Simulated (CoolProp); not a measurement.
Vapour-liquid equilibrium of R125 (1) + n-butane (2) at 17.65 °C; x and y are mole fractions of (1).

Values from CoolProp's multi-fluid Helmholtz-energy mixture model, Lemmon 2005 and Bücker 2006; pair parameters Bell 2016.

```
x     bubble pressure (MPa)  y at the bubble point  dew pressure at overall composition x (MPa)  liquid density (mol/L)
----  ---------------------  ---------------------  -------------------------------------------  ----------------------
0.05                 0.3543                  0.456                                       0.2026                   9.998
0.2                  0.6773                  0.725                                       0.2411                   9.977
0.35                 0.8382                  0.789                                       0.2968                   9.942
0.5                  0.9249                  0.820                                       0.3848                   9.910
0.65                 0.9898                  0.848                                       0.5431                   9.908
0.8                   1.055                  0.889                                       0.8703                   9.975
0.95                  1.116                  0.962                                        1.109                   10.16
```

No azeotrope shows between x = 0.05 and 0.95.

Pair parameters are fitted to limited data, so mixtures are less certain than the pure fluids. With so large a gap from Raoult's law the liquid may split in two, which this calculation doesn't test in full.
